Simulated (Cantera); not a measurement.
Input: 1 mol SiCl4, 4.4 mol HCl, 0.46 mol H2, at 1423.15 K and 20.0 bar.

Cantera equilibrium calculation (NASA polynomials, part measured and part estimated; ideal gas, pure solids and liquids). Candidate condensed phases: Si; 19 gas species. The tables' values for SiCl3 are old estimates; treat these amounts as uncertain. Equilibrium is a limit: real reactors are often held back by kinetics, nucleation or transport.

Base state: HCl 0.753, SiCl4 0.168, H2 0.0767, SiHCl3 0.00133, SiCl3 0.000834, SiCl2 1.63e-5 (mole fractions); condensed: gas only.

Question: What changes in the equilibrium state with this change: temperature from 1423.15 K to 698 K?

Answer: 
| species | before | after |
|---|---|---|
| HCl | 0.753 | 0.751 |
| SiCl4 | 0.168 | 0.171 |
| H2 | 0.0767 | 0.0785 |
| SiCl3 | 0.000834 | <1e-9 |
| SiCl2 | 1.63e-5 | <1e-9 |
| SiHCl3 | 0.00133 | 3.52e-6 |

Question: What changes in the equilibrium state with this change: pressure from 20.0 bar to 0.190 bar?

Answer: 
```json
[
 {"species": "HCl", "before": "0.753", "after": "0.759"},
 {"species": "SiCl4", "before": "0.168", "after": "0.159"},
 {"species": "H2", "before": "0.0767", "after": "0.0715"},
 {"species": "SiCl3", "before": "0.000834", "after": "0.00776"},
 {"species": "SiCl2", "before": "1.63e-5", "after": "0.00149"},
 {"species": "Cl", "before": "3.31e-6", "after": "3.55e-5"},
 {"species": "SiHCl3", "before": "0.00133", "after": "0.00117"}
]
```
